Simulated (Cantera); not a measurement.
Input: 1 mol HF, 0.13 mol O2, 1.8 mol N2, held at 2477 °C and 0.278 Torr.

Equilibrium computed with Cantera from the NASA thermochemical tables; the gas is ideal and each condensed phase is pure. Candidate condensed phases: H2O; 40 gas species. The numbers say what is thermodynamically allowed, not how fast it happens.

Base state: N2 0.531, HF 0.197, F 0.0983, H 0.0960, O 0.0722, NO 0.00192, O2 0.000975, OH 0.000865 (mole fractions); condensed: gas only.

Question: What changes in the equilibrium state with this change: HF replaced by H2O?

Answer: 
```csv
species,before,after
H,0.0960,0.374
N2,0.531,0.366
O,0.0722,0.223
HF,0.197,0
F,0.0983,0
H2,0.000728,0.0111
OH,0.000865,0.0104
H2O,2.44e-5,0.00115
O2,0.000975,0.00930
NO,0.00192,0.00491
N,9.10e-5,7.55e-5
```
